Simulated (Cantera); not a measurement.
A closed system holds: 1 mol Al, 0.94 mol O2, 64 mol N2, at 2000 K and 0.150 bar.

Method: chemical equilibrium by Gibbs-energy minimisation in Cantera with the NASA 1993 tables (ideal gas, pure condensed phases). Candidate condensed phases: Al, AlN, Al2O3; 16 gas species. Equilibrium is a limit: real reactors are often held back by kinetics, nucleation or transport.

Base state: N2 0.997, O2 0.00245, NO 0.000931, O 8.55e-5 (mole fractions); condensed: Al2O3(s).

Q: What changes in the equilibrium state with this change: O2 from 0.94 to 2.3 mol?

A: 
| species | before | after |
|---|---|---|
| N2 | 0.997 | 0.975 |
| O2 | 0.00245 | 0.0221 |
| NO | 0.000931 | 0.00277 |
| O | 8.55e-5 | 0.000257 |
| Al2O3(s), mol | 0.500 | 0.500 |
